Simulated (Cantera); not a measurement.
A closed system holds: 1 mol SiH4, a varied amount of CH4, 36 mol H2, held at 952 °C and 413 Torr.

Equilibrium computed with Cantera from the NASA thermochemical tables; the gas is ideal and each condensed phase is pure. Candidate condensed phases: C, C6H6, C7H8, C8H18, Si, SiC; 87 gas species. Mutual solubility and eutectic melting of coexisting phases are not modelled. Equilibrium is a limit: real reactors are often held back by kinetics, nucleation or transport.

**Question.** Which condensed phases are stable at each of these points (n(CH4) (mol)): 0.33, 0.39, 0.47, 0.57, 0.68, 0.82, 0.98, 1.2, 1.4, 1.7, 2?

**Answer.** 
```tsv
n(CH4) (mol)	condensed phases	Si condensed (%)
0.33	Si(s) + SiC(s)	100.0
0.39	Si(s) + SiC(s)	100.0
0.47	Si(s) + SiC(s)	100.0
0.57	Si(s) + SiC(s)	100.0
0.68	Si(s) + SiC(s)	100.0
0.82	Si(s) + SiC(s)	100.0
0.98	Si(s) + SiC(s)	100.0
1.2	SiC(s)	100.0
1.4	C(graphite) + SiC(s)	100.0
1.7	C(graphite) + SiC(s)	100.0
2	C(graphite) + SiC(s)	100.0
```

From 0.33 mol CH4 to 0.98 mol CH4 the condensed part is Si(s) + SiC(s). At 1.2 mol CH4 the condensed part is SiC(s). From 1.4 mol CH4 to 2 mol CH4 the condensed part is C(graphite) + SiC(s).
